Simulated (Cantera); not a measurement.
An isothermal, constant-pressure homogeneous reactor starts with CH4 : H2 = 1 : 37 (molar parts), at 1550 K and 980 Pa. Integrator tolerance rtol = 1e-08.

Cantera simulation using GRI-Mech 3.0 (53 species, 325 reactions); the numbers are that mechanism's predictions, not measurements. GRI-Mech 3.0 stops at C3 and has no aromatics, soot or wall deposition, so with more carbon than oxygen in the feed, carbon stays in small species such as C2H2 where larger ones or solid carbon would form. Radical loss at walls, strong at low pressure, is not modelled.

### Question
What does this change do: temperature 1550 to 1075 K?

### Answer
| quantity | before | after |
|---|---|---|
| x(CH4) at 100 s | 0.00345 (gas-phase equilibrium 0.000540) | 0.0263 (gas-phase equilibrium 0.0262) |
| x(H2) at 100 s | 0.985 (gas-phase equilibrium 0.987) | 0.974 (gas-phase equilibrium 0.974) |
| x(CH2) at 100 s | 6.02e-9 (gas-phase equilibrium 1.00e-9) | <1e-12 (gas-phase equilibrium <1e-12) |
| x(H) at 100 s | 0.000309 (gas-phase equilibrium 0.000318) | 7.44e-8 (gas-phase equilibrium 1.47e-7) |
| x(C2H) at 100 s | 8.86e-9 (gas-phase equilibrium 1.03e-8) | <1e-12 (gas-phase equilibrium <1e-12) |
| x(C2H4) at 100 s | 1.93e-5 (gas-phase equilibrium 2.11e-5) | 1.94e-9 (gas-phase equilibrium 2.99e-5) |
| x(C2H2) at 100 s | 0.0111 (gas-phase equilibrium 0.0125) | 6.17e-12 (gas-phase equilibrium 2.94e-5) |
